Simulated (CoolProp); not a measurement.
Vapour-liquid equilibrium of R113 (1) + n-hexane (2) at 7.4 bar; x and y are mole fractions of (1).

The numbers come from the multi-fluid Helmholtz-energy mixture model, Marx 1992 and Thol 2019; pair parameters Bell 2016 in CoolProp.

| x | bubble temperature (°C) | y at the bubble point | dew temperature at overall composition x (°C) | liquid density (mol/L) |
|---|---|---|---|---|
| 0.05 | 146.8 | 0.082 | 147.7 | 6.102 |
| 0.2 | 141.0 | 0.291 | 143.5 | 6.233 |
| 0.35 | 136.3 | 0.459 | 139.3 | 6.357 |
| 0.5 | 132.5 | 0.600 | 135.2 | 6.479 |
| 0.65 | 129.4 | 0.726 | 131.2 | 6.602 |
| 0.8 | 126.8 | 0.844 | 127.7 | 6.730 |
| 0.95 | 124.7 | 0.960 | 124.8 | 6.865 |

No azeotrope shows between x = 0.05 and 0.95.

Pair parameters are fitted to limited data, so mixtures are less certain than the pure fluids.
